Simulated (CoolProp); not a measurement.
Vapour-liquid equilibrium of carbon dioxide (1) + dimethyl ether (2) at 0.521 MPa; x and y are mole fractions of (1).

Values from CoolProp's multi-fluid Helmholtz-energy mixture model, Span 1996 and Wu 2011; pair parameters Bell 2016.

Give the bubble temperature and the first vapour's composition at x = 0.35, 0.65, 0.85. Is there an azeotrope?

x = 0.35: 248.0 K, y = 0.865; x = 0.65: 228.9 K, y = 0.973; x = 0.85: 221.0 K, y = 0.993. No azeotrope shows between x = 0.05 and 0.95.

Pair parameters are fitted to limited data, so mixtures are less certain than the pure fluids.
